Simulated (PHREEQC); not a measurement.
A solution holds 1.5 mmol/kgw HCl, 0.38 mmol/kgw MnSO4 and 0.0186 mmol/kgw NiSO4, at 25 °C. Closed to the air; pH follows from the charge balance.

Model: ion-association model, wateq4f.dat, run in PHREEQC.

No solid was allowed to form.

Order these S species by the share of S that they hold, largest first: HSO4-, SO4-2, NiSO4, MnSO4.

SO4-2 (87 %), HSO4- (9.8 %), MnSO4 (3.5 %), NiSO4 (0.19 %)

The pH is 2.86 and the ionic strength 0.00295 mol/kgw. Species that the database lacks are ignored.
